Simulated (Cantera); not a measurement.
Feed: 1 mol MgCO₃, a varied amount of SO₃, 0.4 mol CO₂, held at 777 °C and 5.70 bar.

Cantera equilibrium calculation (NASA polynomials, part measured and part estimated; ideal gas, pure solids and liquids). Candidate condensed phases: C, Mg, MgCO₃, MgO, MgS, MgSO₄, S; 26 gas species. Mutual solubility and eutectic melting of coexisting phases are not modelled. Equilibrium is a limit: real reactors are often held back by kinetics, nucleation or transport.

Problem. At 0.64 mol SO₃, list the 3 most abundant gas species with their mole fractions, and the condensed phases.

Solution. CO₂ 1.000, SO₂ 0.000184, O₂ 9.22e-5. Condensed: MgO(s) + MgSO₄(s).
